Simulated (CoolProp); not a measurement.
A Linde-Hampson liquefier for carbon monoxide: isothermal reversible compression at 200 K from 1 atm to 15 MPa, throttling to 1 atm, return gas leaving the recuperator 0 K below the feed. Each further row changes one setting.

Computed with CoolProp (reference Helmholtz-energy equation of state, Lemmon 2006). It is a short technical equation, of lower accuracy than the large ones.

```json
[
 {"case": "as stated", "liquid yield per pass": "___", "compression work (kJ/kg of gas)": "278"},
 {"case": "high pressure 30 MPa", "liquid yield per pass": "___", "compression work (kJ/kg of gas)": "___"},
 {"case": "warm-end temperature 230 K", "liquid yield per pass": "0.152", "compression work (kJ/kg of gas)": "___"},
 {"case": "warm-end gap 5 K", "liquid yield per pass": "___", "compression work (kJ/kg of gas)": "278"}
]
```

### Question
Some entries are withheld; supply them.

### Answer

- as stated, liquid yield per pass: 0.226
- high pressure 30 MPa, liquid yield per pass: 0.280
- high pressure 30 MPa, compression work (kJ/kg of gas): 316
- warm-end temperature 230 K, compression work (kJ/kg of gas): 330
- warm-end gap 5 K, liquid yield per pass: 0.214
